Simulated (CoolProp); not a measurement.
1000 sccm (0 °C, 1 atm) of nitrogen bubbles through liquid hexamethyldisiloxane (MM) at 343.9 K and leaves saturated at a total pressure of 0.15 MPa (ideal gas phase). Each further row changes one setting.

Values from CoolProp's reference Helmholtz-energy equation of state, Thol 2016.

```tsv
case	vapour pressure (kPa)	mole fraction of vapour	delivery (mg/min)	delivery (sccm)	change of delivery for a bath 1 K warmer (%)
as stated	39.0	0.260	2540	351	4.9
bath temperature 348.9 K	46.4	0.309	3240	448	5.1
total pressure 0.3 MPa	39.0	0.130	1080	149	4.2
```
